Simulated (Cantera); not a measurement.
Predominance diagram of Ba at 1700 K against the partial pressures of O2 and H2O (log10, bar). Standard-state values (1 bar) from the NASA 1993 polynomials, evaluated with Cantera. Candidates: Ba(l), BaO(s), Ba(OH)2(l). Only these pure phases compete in this equilibrium. Not in the tables: the peroxide.

Question: Which phase is stable at these pairs, and which metal-bearing vapour leads over it? (-5.2, -1.3); (-9.5, -4.7); (-4.3, -5.9); (-4.8, 0.4); (-2.9, -4.1); (-8.6, -1.3); (-6.7, -1.9)

Answer: 
```tsv
log p(O2)	log p(H2O)	phase	chief vapour	log p (bar)
-5.2	-1.3	BaO(s)	Ba(OH)2	-3.6
-9.5	-4.7	BaO(s)	BaOH	-7.0
-4.3	-5.9	BaO(s)	Ba(OH)2	-8.2
-4.8	0.4	BaO(s)	Ba(OH)2	-1.9
-2.9	-4.1	BaO(s)	Ba(OH)2	-6.4
-8.6	-1.3	BaO(s)	Ba(OH)2	-3.6
-6.7	-1.9	BaO(s)	Ba(OH)2	-4.2
```
